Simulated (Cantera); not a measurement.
## NO annealing gas

An isothermal, constant-pressure homogeneous reactor starts with NO : N2 = 1 : 0.14 (molar parts), at 1975 K and 760 Torr.

Computed with Cantera and GRI-Mech 3.0 (53 species, 325 reactions).

| t (s) | x NO | x O | x O2 | x N2 | x NO2 | x N2O |
|---|---|---|---|---|---|---|
| 6.00e-5 | 0.877 | 1.41e-5 | 9.20e-7 | 0.123 | 3.33e-5 | 4.25e-5 |
| 0.000187 | 0.877 | 2.93e-5 | 1.02e-5 | 0.123 | 0.000123 | 0.000117 |
| 0.000582 | 0.876 | 5.94e-5 | 0.000148 | 0.123 | 0.000314 | 0.000254 |
| 0.00181 | 0.874 | 7.34e-5 | 0.00106 | 0.124 | 0.000403 | 0.000347 |
| 0.00565 | 0.868 | 8.01e-5 | 0.00418 | 0.127 | 0.000442 | 0.000349 |
| 0.0176 | 0.848 | 9.66e-5 | 0.0138 | 0.137 | 0.000534 | 0.000331 |
| 0.0548 | 0.791 | 0.000134 | 0.0423 | 0.165 | 0.000712 | 0.000282 |
| 0.171 | 0.642 | 0.000199 | 0.117 | 0.240 | 0.000888 | 0.000180 |
| 0.531 | 0.368 | 0.000282 | 0.254 | 0.377 | 0.000736 | 5.73e-5 |
| 1.65 | 0.112 | 0.000342 | 0.382 | 0.505 | 0.000272 | 5.43e-6 |
| 5.15 | 0.0215 | 0.000360 | 0.428 | 0.551 | 5.56e-5 | 5.65e-7 |
| 16.1 | 0.00906 | 0.000363 | 0.434 | 0.557 | 2.35e-5 | 4.16e-7 |
| 50.0 | 0.00867 | 0.000363 | 0.434 | 0.557 | 2.25e-5 | 4.13e-7 |
x: mole fraction; the columns are a selection and need not sum to one.

Equilibrium at this temperature and pressure: NO 0.00867, O 0.000363, O2 0.434, N2 0.557, NO2 2.25e-5, N2O 4.13e-7 (gas phase only).
